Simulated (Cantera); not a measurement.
A Cantera script and its output.

```python
import numpy as np
import cantera as ct

gas = ct.Solution("SiF4_NH3_mec.yaml", "gas")
gas.TPX = 2175, 1333, {'NH3': 1, 'N2': 0.76}
inlet = ct.Reservoir(gas, clone=True)

reactor = ct.IdealGasConstPressureReactor(gas, energy="off", clone=False)
exhaust = ct.Reservoir(gas, clone=True)
tau = [0.76, 0.29, 0.11, 0.04, 0.015, 0.0056, 0.0021, 0.00078, 0.00029, 0.00011][0]
for a, b in ((inlet, reactor), (reactor, exhaust)):
    ct.MassFlowController(a, b, mdot=lambda t: reactor.mass / tau)
net = ct.ReactorNet([reactor])
show = ['NH3', 'N2H4', 'N', 'N2H2', 'H']

rows = []
print(f"{'tau/s':>10s}{'T/K':>9s}" + "".join(f"{s:>11s}" for s in show))
for tau in [0.76, 0.29, 0.11, 0.04, 0.015, 0.0056, 0.0021, 0.00078, 0.00029, 0.00011]:
    net.initial_time = 0.0
    net.advance(30 * tau)
    before = gas.X
    net.advance(40 * tau)
    drift = np.max(np.abs(gas.X - before) / (gas.X + 1e-9))
    rows.append([gas.T, *gas[show].X, drift])
    print(f"{tau:10.3e}{gas.T:9.1f}" + "".join(f"{x:11.3e}" for x in gas[show].X))
```

Result:

```
     tau/s      T/K        NH3       N2H4          N       N2H2          H
 7.600e-01   2175.0  1.320e-01  1.205e-09  5.035e-06  2.291e-06  8.731e-04
 2.900e-01   2175.0  2.444e-01  2.967e-09  4.768e-06  4.954e-06  5.510e-04
 1.100e-01   2175.0  3.758e-01  5.828e-09  3.843e-06  8.646e-06  3.005e-04
 4.000e-02   2175.0  4.804e-01  9.308e-09  2.246e-06  1.173e-05  1.378e-04
 1.500e-02   2175.0  5.339e-01  1.166e-08  8.841e-07  1.211e-05  5.619e-05
 5.600e-03   2175.0  5.567e-01  1.014e-08  2.425e-07  8.971e-06  1.870e-05
 2.100e-03   2175.0  5.649e-01  4.421e-09  5.119e-08  3.463e-06  5.202e-06
 7.800e-04   2175.0  5.672e-01  8.251e-10  1.134e-08  5.431e-07  2.310e-06
 2.900e-04   2175.0  5.678e-01  1.169e-10  1.573e-09  6.108e-08  1.939e-06
 1.100e-04   2175.0  5.681e-01  1.638e-11  9.291e-11  6.970e-09  1.859e-06
```

Detailed kinetics in Cantera: the gas-phase N/H chemistry of the illustrative SiF4/NH3 mechanism in the Surface Chemkin manual (1991). Walls and surfaces, which speed up NH3 decomposition in real reactors, are not modelled.
